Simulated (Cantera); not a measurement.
An isothermal, constant-pressure homogeneous reactor starts with H₂ : O₂ = 0.1 : 1 (molar parts), equivalence ratio 0.050, at 998 K and 1330 Pa.

Cantera simulation using the H2/O2 subset of GRI-Mech 3.0, which has no nitrogen chemistry; the numbers are that mechanism's predictions, not measurements. Radical loss at walls, strong at low pressure, is not modelled. The temperature is held fixed by assumption; the heat of reaction is taken as removed at once.

One state of this run: x H₂ = 8.18e-8; x O₂ = 0.905; x HO₂ = 2.24e-8; x OH = 1.45e-5; x H = 4.83e-9; x H₂O₂ = 9.54e-9; x O = 1.21e-6. x: mole fraction; the columns are a selection and need not sum to one.

Problem. Which value of t (s) does it belong to?
(A) 100
(B) 2.96
(C) 0.00837
(D) 9.56

Solution. B, 2.96
